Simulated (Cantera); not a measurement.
Thermodynamics of roasting and sulfation, feed Fe₂O₃ + H₂S + N₂ + SO₂

Input: 1 mol Fe₂O₃, 2.1 mol H₂S, 22 mol N₂, 1.8 mol SO₂, held at 1175 K and 0.0710 bar.

These are equilibrium values from Cantera (NASA tables, ideal gas, pure condensed phases), not measurements of a reactor. Candidate condensed phases: Fe, FeO, Fe(OH)₂, Fe(OH)₃, FeS, FeSO₄, FeS₂, Fe₂O₃, Fe₂(SO₄)₃, Fe₃O₄, H₂O, H₂SO₄, S; 38 gas species. Mutual solubility and eutectic melting of coexisting phases are not modelled. FeS: taken at fixed stoichiometry. Gases not in the tables: S₃ to S₇. Equilibrium is a limit: real reactors are often held back by kinetics, nucleation or transport.

```json
{
 "x(N₂)": "0.837",
 "x(H₂O)": "0.0768",
 "x(SO₂)": "0.0721",
 "x(S₂)": "0.0103",
 "x(H₂)": "0.00178",
 "x(H₂S)": "0.00130",
 "x(S₂O)": "0.000244",
 "x(SO)": "9.65e-5",
 "x(SH)": "1.34e-5",
 "n(FeS(s))": "1.41 mol",
 "n(Fe₃O₄(s))": "0.196 mol",
 "gas_amount": "26.28 mol",
 "log10 activity of Fe(α) (absent)": "-2.30",
 "log10 activity of S(l) (absent)": "-2.32",
 "log10 activity of Fe(OH)₂(s) (absent)": "-7.53"
}
```
